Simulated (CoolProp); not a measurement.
A single-stage vapour-compression cycle with the fluid: evaporating at 268.15 K (dew point), condensing at 300.15 K (bubble point), superheat 2 K, subcooling 5 K, compressor efficiency 0.85, no pressure losses. The same conditions are run with several fluids, on thermodynamics alone (safety and materials aside).

Values from CoolProp's reference Helmholtz-energy equation of state of each fluid (vinyl chloride: Thol 2022; sulfur hexafluoride: Guder 2009; R123: Younglove 1994; ammonia: Gao 2020; R1224YDZ: Akasaka 2023; propylene: Lemmon 2013).

Q: Rank vinyl chloride, sulfur hexafluoride, R123, ammonia, R1224YDZ, propylene by cooling COP, highest first.

A: R123 (6.61), vinyl chloride (6.57), R1224YDZ (6.52), ammonia (6.35), propylene (6.26), sulfur hexafluoride (5.26)

| fluid | pressure ratio | discharge temperature (K) | refrigerating effect (kJ/kg) | volumetric capacity (kJ/m³) |
|---|---|---|---|---|
| vinyl chloride | 2.91 | 329.1 | 309 | 1280 |
| sulfur hexafluoride | 2.28 | 305.0 | 59.9 | 5310 |
| R123 | 3.80 | 308.5 | 158 | 282 |
| ammonia | 3.01 | 358.0 | 1160 | 3310 |
| R1224YDZ | 3.60 | 304.6 | 150 | 449 |
| propylene | 2.42 | 314.0 | 320 | 3370 |
